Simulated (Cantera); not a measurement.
An isothermal, constant-pressure homogeneous reactor starts with 14.6 % H2, 63.3 % O2, 22.2 % N2, at 975 K and 140 Pa.

Detailed kinetics in Cantera: the H2/O2 subset of GRI-Mech 3.0, which has no nitrogen chemistry. Radical loss at walls, strong at low pressure, is not modelled. The temperature is held fixed by assumption; the heat of reaction is taken as removed at once.

x: mole fraction; the columns are a selection and need not sum to one.

| t (s) | x H2 | x O2 | x O | x HO2 | x OH | x H2O2 | x H |
|---|---|---|---|---|---|---|---|
| 2.00e-5 | 0.146 | 0.633 | <1e-12 | <1e-12 | <1e-12 | <1e-12 | <1e-12 |
| 4.69e-5 | 0.146 | 0.633 | <1e-12 | 2.18e-12 | <1e-12 | <1e-12 | 2.16e-12 |
| 0.000110 | 0.146 | 0.633 | <1e-12 | 5.11e-12 | <1e-12 | <1e-12 | 5.00e-12 |
| 0.000257 | 0.146 | 0.633 | <1e-12 | 1.20e-11 | <1e-12 | <1e-12 | 1.15e-11 |
| 0.000602 | 0.146 | 0.633 | 3.19e-12 | 2.80e-11 | 2.26e-12 | <1e-12 | 2.64e-11 |
| 0.00141 | 0.146 | 0.633 | 1.57e-11 | 6.57e-11 | 8.51e-12 | <1e-12 | 6.41e-11 |
| 0.00331 | 0.146 | 0.633 | 8.10e-11 | 1.54e-10 | 3.46e-11 | <1e-12 | 2.01e-10 |
| 0.00775 | 0.146 | 0.633 | 6.90e-10 | 3.63e-10 | 2.66e-10 | <1e-12 | 1.38e-9 |
| 0.0181 | 0.146 | 0.633 | 4.24e-8 | 1.03e-9 | 1.61e-8 | <1e-12 | 8.23e-8 |
| 0.0425 | 0.143 | 0.632 | 0.000531 | 5.14e-7 | 0.000200 | 4.91e-10 | 0.00105 |
| 0.0996 | 0.00543 | 0.561 | 0.0387 | 1.02e-6 | 0.00281 | 1.10e-8 | 0.0604 |
| 0.233 | 0.00447 | 0.567 | 0.0337 | 1.06e-6 | 0.00257 | 1.17e-8 | 0.0472 |
| 0.547 | 0.00324 | 0.581 | 0.0224 | 1.12e-6 | 0.00220 | ? | 0.0263 |
| 1.28 | 0.00138 | 0.595 | 0.00889 | 1.10e-6 | 0.00144 | ? | 0.00667 |
| 3.00 | 0.000268 | 0.602 | 0.00169 | 7.85e-7 | 0.000626 | ? | 0.000542 |

Question: Fill in the missing entries.

Answer: 
- 0.547, x H2O2: 1.52e-8
- 1.28, x H2O2: 2.17e-8
- 3.00, x H2O2: 2.66e-8
